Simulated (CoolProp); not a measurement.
A single-stage vapour-compression cycle with R236FA: evaporating at 322.15 K (dew point), condensing at 364.15 K (bubble point), superheat 5 K, subcooling 8 K, compressor efficiency 0.85, no pressure losses. Each further row changes one setting.

Computed with CoolProp (reference Helmholtz-energy equation of state, Pan 2012).

```csv
case,cooling COP,pressure ratio,discharge temperature (K),refrigerating effect (kJ/kg),volumetric capacity (kJ/m³)
as stated,?,2.82,364.2,89.2,3300
evaporating temperature 327.15 K,6.04,2.46,?,92.4,3930
condensing temperature 359.15 K,6.05,?,359.5,96.3,3560
subcooling 13 K,5.46,2.82,364.2,96.3,?
superheat 15 K,5.25,2.82,372.7,98.9,3480
compressor efficiency 0.75,4.46,2.82,366.0,89.2,3300
```

Some entries are withheld; supply them.


- as stated, cooling COP: 5.06
- evaporating temperature 327.15 K, discharge temperature (K): 364.9
- condensing temperature 359.15 K, pressure ratio: 2.52
- subcooling 13 K, volumetric capacity (kJ/m³): 3570
